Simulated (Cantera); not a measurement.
An isothermal, constant-pressure homogeneous reactor starts with CH4 : H2 = 1 : 13 (molar parts), at 1323 K and 10.00 Torr. Integrator tolerance rtol = 1e-08.

Model: GRI-Mech 3.0 (53 species, 325 reactions), integrated in Cantera. GRI-Mech 3.0 stops at C3 and has no aromatics, soot or wall deposition, so with more carbon than oxygen in the feed, carbon stays in small species such as C2H2 where larger ones or solid carbon would form. Radical loss at walls, strong at low pressure, is not modelled.

**Question.** What does this change do: temperature 1323 to 1675 K?

**Answer.** 
```tsv
quantity	before	after
x(CH4) at 5.00 s	0.0713 (gas-phase equilibrium 0.0148)	0.00598 (gas-phase equilibrium 0.000361)
x(H2) at 5.00 s	0.929 (gas-phase equilibrium 0.959)	0.962 (gas-phase equilibrium 0.965)
x(CH3) at 5.00 s	1.27e-5 (gas-phase equilibrium 4.14e-6)	0.000118 (gas-phase equilibrium 7.54e-6)
x(C2H2) at 5.00 s	1.63e-5 (gas-phase equilibrium 0.0257)	0.0304 (gas-phase equilibrium 0.0331)
x(H) at 5.00 s	8.41e-6 (gas-phase equilibrium 1.35e-5)	0.000937 (gas-phase equilibrium 0.000995)
x(C2H6) at 5.00 s	1.53e-6 (gas-phase equilibrium 3.53e-7)	1.28e-7 (gas-phase equilibrium 8.47e-10)
x(C2H4) at 5.00 s	2.49e-5 (gas-phase equilibrium 0.000691)	2.67e-5 (gas-phase equilibrium 2.51e-5)
```
